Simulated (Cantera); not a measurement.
# Adiabatic ignition

An adiabatic, constant-pressure homogeneous reactor starts with 15.0 % CH₃OH, 15.0 % O₂, 56.5 % N₂, 13.5 % CO₂, equivalence ratio 1.5, at 1600 K and 7.60 atm.

Detailed kinetics in Cantera: GRI-Mech 3.0 (53 species, 325 reactions). GRI-Mech 3.0 was tuned for natural gas; its chemistry of methanol as a main component is partial and can be far from experiment.

```tsv
t (s)	T (K)	x CH₃OH	x O₂	x CO₂	x O	x CH₂	x C₂H₄	x CH₄
3.00e-6	1600	0.149	0.149	0.135	1.03e-7	3.13e-7	1.33e-7	8.25e-5
1.02e-5	1637	0.123	0.136	0.133	1.04e-6	4.99e-7	4.15e-7	0.000232
3.44e-5	2670	<1e-12	0.00334	0.134	0.000968	<1e-12	<1e-12	<1e-12
0.000116	2706	<1e-12	0.00206	0.136	0.000609	<1e-12	<1e-12	<1e-12
0.000393	2703	<1e-12	0.00200	0.136	0.000591	<1e-12	<1e-12	<1e-12
0.00133	2698	<1e-12	0.00188	0.136	0.000561	<1e-12	<1e-12	<1e-12
0.00451	2696	<1e-12	0.00183	0.136	0.000551	<1e-12	<1e-12	<1e-12
0.0152	2696	<1e-12	0.00183	0.136	0.000551	<1e-12	<1e-12	<1e-12
0.0516	2696	<1e-12	0.00183	0.136	0.000551	<1e-12	<1e-12	<1e-12
0.175	2696	<1e-12	0.00183	0.136	0.000551	<1e-12	<1e-12	<1e-12
0.591	2696	<1e-12	0.00183	0.136	0.000551	<1e-12	<1e-12	<1e-12
2.00	2696	<1e-12	0.00183	0.136	0.000551	<1e-12	<1e-12	<1e-12
```
x: mole fraction; the columns are a selection and need not sum to one.

```json
{
 "time_of_steepest_temperature_rise": "14.8 µs",
 "temperature at 2.00 s": "2696 K",
 "equilibrium_temperature": "2696 K",
 "x(CH₃OH) at 2.00 s": "<1e-12 (gas-phase equilibrium <1e-12)",
 "x(O₂) at 2.00 s": "0.00183 (gas-phase equilibrium 0.00183)",
 "x(CO₂) at 2.00 s": "0.136 (gas-phase equilibrium 0.136)"
}
```
